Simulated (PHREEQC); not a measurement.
Model water analysis in mmol/kgw, 25 °C, pH 5.98, pe 2.9:

| constituent | mmol/kgw |
|---|---|
| Na | 0.00109 |
| K | 1.07e-08 |
| Ca | 0.000207 |
| Mg | 0.000337 |
| Cl | 0.000653 |
| S(6) | 0.000419 |
| Alkalinity (meq/kgw) | 0.000672 |
| Br | 5.62e-06 |
| Li | 2.59e-06 |
| Zn | 1.02e-06 |
| Fe(2) | 1.58e-06 |

Na is adjusted to close the charge balance.
Valence states are taken as typed.

The numbers come from PHREEQC with the ion-association model, wateq4f.dat.

Each row changes one thing in this solution. This is a speciation only: nothing precipitates in the calculation.

```json
[
 {"case": "as made", "ionic strength (mol/kgw)": "4.18e-6", "CO2 (mol/kgw)": "4.02e-6", "HCO3- (mol/kgw)": "1.71e-6", "CO3-2 (mol/kgw)": "7.72e-11", "HSO4- (mol/kgw)": "4.23e-11", "MgSO4 (mol/kgw)": "3.25e-11", "SI of Siderite (FeCO3)": "-8.03", "SI of Zincite(c) (ZnO)": "-8.18"},
 {"case": "Br from 5.62e-06 to 2.81e-06 mmol/kgw", "ionic strength (mol/kgw)": "4.18e-6", "CO2 (mol/kgw)": "4.02e-6", "HCO3- (mol/kgw)": "1.71e-6", "CO3-2 (mol/kgw)": "7.72e-11", "HSO4- (mol/kgw)": "4.23e-11", "MgSO4 (mol/kgw)": "3.25e-11", "SI of Siderite (FeCO3)": "-8.03", "SI of Zincite(c) (ZnO)": "-8.18"},
 {"case": "pH from 5.98 to 5.5 at the same alkalinity", "ionic strength (mol/kgw)": "6.30e-6", "CO2 (mol/kgw)": "2.72e-5", "HCO3- (mol/kgw)": "3.84e-6", "CO3-2 (mol/kgw)": "(withheld)", "HSO4- (mol/kgw)": "1.28e-10", "MgSO4 (mol/kgw)": "3.23e-11", "SI of Siderite (FeCO3)": "-8.16", "SI of Zincite(c) (ZnO)": "-9.14"},
 {"case": "all concentrations times 2 at the same typed pH", "ionic strength (mol/kgw)": "7.32e-6", "CO2 (mol/kgw)": "5.59e-6", "HCO3- (mol/kgw)": "2.38e-6", "CO3-2 (mol/kgw)": "1.08e-10", "HSO4- (mol/kgw)": "8.45e-11", "MgSO4 (mol/kgw)": "1.29e-10", "SI of Siderite (FeCO3)": "(withheld)", "SI of Zincite(c) (ZnO)": "-7.88"},
 {"case": "Fe(2) from 1.58e-06 to 3.16e-06 mmol/kgw", "ionic strength (mol/kgw)": "4.18e-6", "CO2 (mol/kgw)": "4.02e-6", "HCO3- (mol/kgw)": "1.71e-6", "CO3-2 (mol/kgw)": "7.72e-11", "HSO4- (mol/kgw)": "4.23e-11", "MgSO4 (mol/kgw)": "3.25e-11", "SI of Siderite (FeCO3)": "(withheld)", "SI of Zincite(c) (ZnO)": "-8.18"}
]
```

### Question
Some entries are withheld; supply them.

### Answer

- pH from 5.98 to 5.5 at the same alkalinity, CO3-2 (mol/kgw): 5.75e-11
- all concentrations times 2 at the same typed pH, SI of Siderite (FeCO3): -7.59
- Fe(2) from 1.58e-06 to 3.16e-06 mmol/kgw, SI of Siderite (FeCO3): -7.73
